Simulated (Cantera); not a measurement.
Feed: 1 mol C2H2, 2.5 mol H2, held at 2373.15 K and 0.000710 bar.

These are equilibrium values from Cantera (NASA tables, ideal gas, pure condensed phases), not measurements of a reactor. Candidate condensed phases: C, C6H6, C7H8, C8H18; 76 gas species. Rates play no part.

Base state: H2 0.592, H 0.404, C2H2 (acetylene) 0.00365, C2H 0.000134, C3 8.72e-5, C 3.73e-5 (mole fractions); condensed: C(graphite).

### Question
What changes in the equilibrium state with this change: temperature from 2373.15 K to 1725 K?

### Answer
```csv
species,before,after
H2,0.592,0.993
H,0.404,0.00695
C2H2 (acetylene),0.00365,9.15e-5
C3,8.72e-5,<1e-9
C,3.73e-5,<1e-9
C2H,0.000134,4.02e-9
"C(graphite), mol",1.97,2.00
```

### Question
What changes in the equilibrium state with this change: C2H2 replaced by CO?

### Answer
| species | before | after |
|---|---|---|
| H2 | 0.592 | 0.422 |
| H | 0.404 | 0.341 |
| CO | 0 | 0.237 |
| C3 | 8.72e-5 | <1e-9 |
| C2H2 (acetylene) | 0.00365 | 1.10e-7 |
| C2H | 0.000134 | 4.81e-9 |
| C | 3.73e-5 | 2.43e-7 |
| C(graphite), mol | 1.97 | 0 |
Further candidate phases: H2O.
